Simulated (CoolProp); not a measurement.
A simple Rankine cycle with R11: condensing at 298.15 K, boiler at 0.505 MPa, turbine inlet 499 K, turbine efficiency 0.85, pump efficiency 0.6, no recuperator. Each further row changes one setting.

Computed with CoolProp (reference Helmholtz-energy equation of state, Jacobsen 1992).

| case | thermal efficiency (%) | net work (kJ/kg) | heat in (kJ/kg) | turbine exit temperature (K) | volume ratio over the turbine |
|---|---|---|---|---|---|
| as stated | 11.7 | 36.1 | 307 | 440.9 | … |
| condensing temperature 290.15 K | 13.5 | 42.3 | … | 431.1 | 5.63 |
| boiler pressure 0.353 MPa | 9.2 | … | 308 | 454.1 | … |
| turbine efficiency 0.75 | … | 31.8 | 307 | 447.4 | 4.37 |

Problem. Some entries are withheld; supply them.

Solution. 
- as stated, volume ratio over the turbine: 4.31
- condensing temperature 290.15 K, heat in (kJ/kg): 314
- boiler pressure 0.353 MPa, net work (kJ/kg): 28.5
- boiler pressure 0.353 MPa, volume ratio over the turbine: 3.07
- turbine efficiency 0.75, thermal efficiency (%): 10.3
